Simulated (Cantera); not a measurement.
# Equilibrium for silicon oxide and oxynitride deposition: SiH2Cl2 + N2O + N2

Input: 1 mol SiH2Cl2, a varied amount of N2O, 85 mol N2, held at 2098 K and 100 Torr.

Method: chemical equilibrium by Gibbs-energy minimisation in Cantera with the NASA 1993 tables (ideal gas, pure condensed phases). Candidate condensed phases: H2O, NH4Cl, Si, SiO2, Si2N2O, Si3N4; 47 gas species. The tables' values for SiCl, SiCl3, SiN are old estimates; treat these amounts as uncertain. The tables hold silica as quartz up to 1696 K and as liquid above; real silica turns to tridymite and cristobalite and melts near 1996 K. Kinetics and transport are ignored.

```csv
n(N2O) (mol),x N2,x HCl,x O2,x SiO,x Cl,x H2,n SiO2(l)
0.37,0.972,0.00857,<1e-12,0.00421,0.000647,0.00675,0
0.54,0.970,0.0115,<1e-12,0.00613,0.000983,0.00528,0
0.79,0.967,0.0160,<1e-12,0.00891,0.00180,0.00303,0
1.1,0.965,0.0191,1.27e-7,0.0104,0.00335,0.00125,0.0729
1.7,0.972,0.0188,8.52e-7,0.00401,0.00360,0.00105,0.641
2.4,0.973,0.0157,0.000458,0.000173,0.00658,0.000218,0.984
3.5,0.967,0.0132,0.00504,5.22e-5,0.00864,9.00e-5,0.994
5.2,0.958,0.0118,0.0130,3.25e-5,0.00940,6.10e-5,0.996
```
x: gas mole fraction; n: condensed amount in mol.

From 0.37 mol N2O to 0.79 mol N2O nothing is condensed. From 1.1 mol N2O to 5.2 mol N2O the condensed part is SiO2(l). The main Si-bearing gas is SiCl2 at 0.37 mol N2O and SiO at 5.2 mol N2O.
